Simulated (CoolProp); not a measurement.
Toluene along the isobar 4830 kPa: density (kg/m³) from the reference equation and from simpler models built on Tc = 318.6 °C, pc = 4126 kPa, ω = 0.266; each cubic takes its own stable root.

Values from CoolProp's reference Helmholtz-energy equation of state, Lemmon 2006. It is a short technical equation, of lower accuracy than the large ones.

| T (°C) | phase | reference | Redlich-Kwong | Soave-Redlich-Kwong | Peng-Robinson |
|---|---|---|---|---|---|
| 4.75 | liquid | 884.3 | 770.7 | 784.2 | 880.6 |
| 12.65 | liquid | 877.1 | 765.1 | 779.4 | 875.4 |
| 20.45 | liquid | 870.1 | 759.4 | 774.5 | 870.2 |
| 28.35 | liquid | 862.9 | 753.6 | 769.3 | 864.8 |
| 36.25 | liquid | 855.7 | 747.6 | 764.1 | 859.2 |
| 44.05 | liquid | 848.5 | 741.6 | 758.8 | 853.5 |
| 51.95 | liquid | 841.2 | 735.4 | 753.2 | 847.5 |
| 59.85 | liquid | 833.9 | 729.1 | 747.5 | 841.4 |
| 67.75 | liquid | 826.6 | 722.6 | 741.7 | 835.1 |
| 75.55 | liquid | 819.3 | 716.0 | 735.8 | 828.7 |
